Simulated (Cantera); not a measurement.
Charge: 1 mol AlN, 1.1 mol HCl, 3.7 mol N2, held at 1402 °C and 1.00 bar.

These are equilibrium values from Cantera (NASA tables, ideal gas, pure condensed phases), not measurements of a reactor. Candidate condensed phases: Al, AlCl3, AlN, NH4Cl; 20 gas species. The tables' values for AlCl2 are old estimates; treat these amounts as uncertain. Kinetics and transport are ignored.

Base state: N2 0.800, H2 0.0933, AlCl3 0.0582, HCl 0.0416, AlCl2 0.00500, AlCl 0.00186, H 3.55e-5, Cl 1.24e-5 (mole fractions); condensed: AlN(s).

Task: What changes in the equilibrium state with this change: temperature from 1402 °C to 1152 °C?

Result: 
| species | before | after |
|---|---|---|
| N2 | 0.800 | 0.802 |
| H2 | 0.0933 | 0.0923 |
| AlCl3 | 0.0582 | 0.0613 |
| AlCl2 | 0.00500 | 0.000383 |
| HCl | 0.0416 | 0.0445 |
| AlCl | 0.00186 | 2.50e-5 |
| H | 3.55e-5 | 2.07e-6 |
| Cl | 1.24e-5 | 8.18e-7 |
| AlN(s), mol | 0.686 | 0.704 |
